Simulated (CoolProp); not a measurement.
Saturated liquid density (kg/m³) of CH2F2 (R32): the reference equation beside estimates from Tc = 78.1 °C, pc = 5783 kPa, ω = 0.277. Rackett uses Z = 0.29056 − 0.08775 ω.

The numbers come from the reference Helmholtz-energy equation of state, Tillner-Roth 1997 in CoolProp.

```csv
T (°C),reference,Rackett,van der Waals,Redlich-Kwong,Peng-Robinson
-104.15,1349,1159,682.4,?,1165
-92.55,?,?,669.9,993.8,1146
-80.85,1291,1111,?,972.0,1126
-69.25,1260,1086,643.3,949.0,1104
-57.65,1229,1061,?,924.5,1081
-45.95,1197,1034,613.9,898.2,1055
-34.35,1164,?,598.1,870.3,1027
-22.75,1129,977.0,581.3,840.5,995.7
-11.05,1092,946.2,563.2,808.2,961.3
0.55,1053,913.7,543.9,773.5,923.4
12.15,1012,878.9,522.9,735.8,880.9
23.85,965.8,840.6,499.7,694.0,832.3
35.45,915.0,798.4,473.9,647.6,776.6
47.05,856.1,749.8,444.3,594.7,710.9
```

Task: What belongs in the gaps?

Result: 
- -104.15, Redlich-Kwong: 1014
- -92.55, reference: 1320
- -92.55, Rackett: 1135
- -80.85, van der Waals: 656.9
- -57.65, van der Waals: 629.0
- -34.35, Rackett: 1006

Absolute difference from the reference over all 14 rows, mean and median: Rackett 13.4 and 13.5 %, van der Waals 48.6 and 48.6 %, Redlich-Kwong 26.2 and 25.4 %, Peng-Robinson 13.0 and 12.6 %.
